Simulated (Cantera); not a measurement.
A freely propagating, adiabatic, planar premixed flame of 6.81 % CH4, 0.817 % H2, 15.4 % O2, 57.9 % N2, 19.1 % H2O, unburnt at 650 K and 0.120 bar; mixture-averaged transport, grid criteria slope 0.08 and curve 0.16, no radiation.

Cantera simulation using GRI-Mech 3.0 (53 species, 325 reactions); the numbers are that mechanism's predictions, not measurements. Burning velocities carry a grid error of a few per cent, more on coarse grids.

Task: Predict: laminar burning velocity; thermal thickness; peak x(C2H); peak x(O).

Result: laminar burning velocity: 144 cm/s
thermal thickness: 3.06 mm
peak x(C2H): 4.17e-8
peak x(O): 0.00414
